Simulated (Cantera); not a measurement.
A Cantera script and what it prints.

```python
import numpy as np
import cantera as ct

gas_names = """
    N O
""".split()
cond_names = """
    Cr2O3(s) Cr2O3(L) Cr2N(s)
""".split()


# ... load() reads the species with a 1 bar reference pressure and builds the phases ...
species = {s.name: s for s in load("nasa_gas.yaml", gas_names) + load("nasa_condensed.yaml", cond_names)}
# Each term lists the table entries of one substance; the one whose range holds T is used.
reactions = {
    'N(g) + Cr2O3 = 3 O(g) + Cr2N':
        [(-1, ['N']), (-1, ['Cr2O3(s)', 'Cr2O3(L)']), (3, ['O']), (1, ['Cr2N(s)'])],
}


def pick(names, T):
    return next(species[n] for n in names if species[n].thermo.min_temp <= T <= species[n].thermo.max_temp)


results = []
for label, terms in reactions.items():
    print(label)
    print("     T/K   dH/kJ  dS/(J/K)   dG/kJ   log10 K")
    for T in [500, 575, 650, 725, 800, 875, 950, 1025, 1100, 1175, 1250]:
        used = [(nu, pick(names, T)) for nu, names in terms]
        dH = sum(nu * s.thermo.h(T) for nu, s in used) / 1e6
        dS = sum(nu * s.thermo.s(T) for nu, s in used) / 1e3
        dG = dH - T * dS / 1e3
        logK = -dG * 1e6 / (ct.gas_constant * T * np.log(10))
        results.append((label, T, dH, dS, dG, logK, [s.name for _, s in used]))
        print(f"{T:8g} {dH:8.1f} {dS:8.1f} {dG:8.1f} {logK:8.2f}")
```

Result:

```
N(g) + Cr2O3 = 3 O(g) + Cr2N
     T/K   dH/kJ  dS/(J/K)   dG/kJ   log10 K
     500   1284.4    314.8   1127.0  -117.74
     575   1284.7    315.3   1103.4  -100.24
     650   1284.9    315.6   1079.8   -86.77
     725   1285.1    315.9   1056.1   -76.09
     800   1285.2    316.1   1032.4   -67.41
     875   1285.4    316.3   1008.7   -60.21
     950   1285.8    316.7    984.9   -54.15
    1025   1286.2    317.1    961.2   -48.98
    1100   1286.7    317.5    937.4   -44.51
    1175   1287.2    318.0    913.5   -40.61
    1250   1287.9    318.6    889.7   -37.18
```

Standard-state values (1 bar) from the NASA 1993 polynomials, evaluated with Cantera. Condensed species are held in their standard states even where they would react or evaporate.
